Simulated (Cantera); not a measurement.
A perfectly stirred reactor is fed with 27.6 % H2, 61.3 % O2, 11.0 % N2, equivalence ratio 0.23, at 2670 Pa; it is held at 1125 K, and followed from long to short residence time.

Detailed kinetics in Cantera: the H2/O2 subset of GRI-Mech 3.0, which has no nitrogen chemistry. Radical loss at walls, strong at low pressure, is not modelled. The temperature is held fixed by assumption; the heat of reaction is taken as removed at once.

Task: Predict: x(H2) at τ = 3.00 s; x(O2) at τ = 3.00 s; x(H2O2) at τ = 3.00 s; x(O) at τ = 3.00 s; x(H2O) at τ = 3.00 s; x(H2) at τ = 20.0 ms; x(O2) at τ = 20.0 ms; x(H2O2) at τ = 20.0 ms; x(O) at τ = 20.0 ms; x(H2O) at τ = 20.0 ms.

Result: x(H2) at τ = 3.00 s: 0.000367
x(O2) at τ = 3.00 s: 0.551
x(H2O2) at τ = 3.00 s: 6.14e-7
x(O) at τ = 3.00 s: 0.000406
x(H2O) at τ = 3.00 s: 0.319
x(H2) at τ = 20.0 ms: 0.00811
x(O2) at τ = 20.0 ms: 0.543
x(H2O2) at τ = 20.0 ms: 1.35e-6
x(O) at τ = 20.0 ms: 0.0101
x(H2O) at τ = 20.0 ms: 0.301
